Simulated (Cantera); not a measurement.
A freely propagating, adiabatic, planar premixed flame of CO : H₂ : CH₄ : O₂ : N₂ = 1 : 0.18 : 0.49 : 1.71 : 6.42 (molar parts), unburnt at 525 K and 10.0 bar; multicomponent transport, grid criteria slope 0.08 and curve 0.16, no radiation.

Cantera simulation using GRI-Mech 3.0 (53 species, 325 reactions); the numbers are that mechanism's predictions, not measurements. Burning velocities carry a grid error of a few per cent, more on coarse grids.

Question: Predict: laminar burning velocity; thermal thickness; peak x(HO₂).

Answer: 
- laminar burning velocity = 60.8 cm/s
- thermal thickness = 0.0555 mm
- peak x(HO₂) = 0.000387
